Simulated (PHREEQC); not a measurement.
Make-up at 25 °C: 0.26 mol HF, 0.00036 mol NH4F, 0.00067 mol H2SiF6 and 0.051 mol HCl per kg of water. Closed to the air; pH follows from the charge balance.

Equilibrium calculation in PHREEQC: ion-association model, wateq4f.dat.

This is a speciation only: nothing precipitates in the calculation.

Q: Order these F species by the share of F that they hold, largest first: H2F2, HF2-, HF, F-, SiF6-2.

A: HF (55 %), H2F2 (42 %), SiF6-2 (1.5 %), HF2- (1.1 %), F- (0.97 %)

The pH is 1.32 and the ionic strength 0.0570 mol/kgw. wateq4f.dat counts part of the HF as a dimer, H2F2, which phreeqc.dat doesn't know; its constant is uncertain. SiF6-2 is the database's only silicon fluoride.
